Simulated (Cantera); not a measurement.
Feed: 1 mol Al, a varied amount of HBr, 9.9 mol H₂, at 1227 °C and 11.3 Torr.

Cantera equilibrium calculation (NASA polynomials, part measured and part estimated; ideal gas, pure solids and liquids). Candidate condensed phases: Al, AlBr₃, Br₂; 11 gas species. Equilibrium is a limit: real reactors are often held back by kinetics, nucleation or transport.

Task: At 4 mol HBr, list the 4 most abundant gas species with their mole fractions, and the condensed phases.

Result: H₂ 0.833, HBr 0.0921, AlBr₃ 0.0640, AlBr 0.00985. Condensed: gas only.
